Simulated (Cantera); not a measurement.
**Premixed flame**

A freely propagating, adiabatic, planar premixed flame of CH4 : CO : O2 : N2 = 1 : 0.32 : 1.96 : 7.38 (molar parts), equivalence ratio 1.1, unburnt at 675 K and 170000 Pa; unity-Lewis-number transport, grid criteria slope 0.08 and curve 0.16, no radiation.

Model: GRI-Mech 3.0 (53 species, 325 reactions), integrated in Cantera. Unity Lewis numbers drop preferential diffusion, which matters most where H2 and H carry the flame. Burning velocities carry a grid error of a few per cent, more on coarse grids.

```csv
z (mm),T (K),u (m/s),x CH4,x CO,x O2,x HO2,x OH,x H2O
-0.673,675,1.08,0.0938,0.0300,0.184,5.66e-8,<1e-8,4.51e-5
-0.449,679,1.08,0.0935,0.0301,0.183,5.25e-7,<1e-8,0.000422
-0.336,693,1.10,0.0926,0.0305,0.182,2.19e-6,<1e-8,0.00179
-0.224,768,1.23,0.0874,0.0328,0.175,1.07e-5,1.47e-7,0.00943
-0.112,1132,1.83,0.0609,0.0442,0.136,5.05e-5,9.16e-6,0.0483
-0.0561,1518,2.48,0.0316,0.0571,0.0925,0.000117,0.000246,0.0919
0,1913,3.17,0.00517,0.0681,0.0441,6.23e-5,0.00362,0.136
0.0561,2059,3.42,0.000164,0.0625,0.0223,1.09e-5,0.00932,0.149
0.112,2109,3.49,3.07e-6,0.0552,0.0171,7.04e-6,0.0108,0.150
0.224,2175,3.58,<1e-8,0.0494,0.0138,5.21e-6,0.0106,0.152
0.449,2255,3.69,<1e-8,0.0454,0.0108,3.55e-6,0.00968,0.157
0.897,2333,3.79,<1e-8,0.0416,0.00788,2.26e-6,0.00817,0.163
1.79,2393,3.87,<1e-8,0.0381,0.00542,1.44e-6,0.00665,0.167
```
x: mole fraction of selected species; z is measured from the peak of heat release.

| Property | Value |
|---|---|
| laminar burning velocity | 108 cm/s |
| thermal thickness | 0.224 mm |
| peak x(HO2) | 0.000125 |
| peak x(OH) | 0.0109 |
| grid points | 131 |
